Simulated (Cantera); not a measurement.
## Ignition delay

Mixture: CH4 : O2 : N2 = 1 : 3.03 : 11.4 (molar parts), at 1430 Torr, adiabatic and at constant volume. Ignition delay is the time to a rise of 400 K.

Computed with Cantera and GRI-Mech 3.0 (53 species, 325 reactions).

```json
[
 {"T0 (K)": "1300", "delay (ms)": "5.39"},
 {"T0 (K)": "1375", "delay (ms)": "2.20"},
 {"T0 (K)": "1450", "delay (ms)": "0.967"},
 {"T0 (K)": "1525", "delay (ms)": "0.462"},
 {"T0 (K)": "1600", "delay (ms)": "0.239"}
]
```

```
Item                                                     Value
--------------------------------------------------  ----------
apparent activation energy between 1450 and 1600 K  180 kJ/mol
```
